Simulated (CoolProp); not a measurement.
Saturation properties of carbonyl sulfide.

Values from CoolProp's reference Helmholtz-energy equation of state, Lemmon 2006. It is a short technical equation, of lower accuracy than the large ones.

```
T (K)  p (kPa)  liquid density (kg/m³)  vapour density (kg/m³)  enthalpy of vaporisation (kJ/kg)  liquid cp (kJ/(kg K))  surface tension (mN/m)
-----  -------  ----------------------  ----------------------  --------------------------------  ---------------------  ----------------------
182.4    9.539                     ___                  0.3798                               ___                    ___                    28.8
198.2    27.28                    1226                   1.006                             324.9                  1.165                    25.6
214      65.50                    1193                   2.259                             314.8                  1.173                    22.5
229.8    137.5                    1160                   4.481                               ___                  1.190                    19.5
245.5    258.7                    1125                   8.054                             293.0                  1.213                    16.7
261.3    449.5                    1088                   13.51                             280.5                    ___                    14.0
277.1    730.0                    1048                   21.43                             266.6                  1.288                    11.4
292.8     1119                    1006                     ___                             251.0                  1.345                    8.99
308.6     1646                   958.7                   47.98                             232.7                  1.426                    6.76
```

Q: Some entries are withheld; supply them.

A: 
- 182.4, liquid density (kg/m³): 1258
- 182.4, enthalpy of vaporisation (kJ/kg): 334.7
- 182.4, liquid cp (kJ/(kg K)): 1.164
- 229.8, enthalpy of vaporisation (kJ/kg): 304.3
- 261.3, liquid cp (kJ/(kg K)): 1.245
- 292.8, vapour density (kg/m³): 32.51

It boils at 223.0 K under 1 atm.

Surface tension comes from a separate correlation (Mulero 2012).
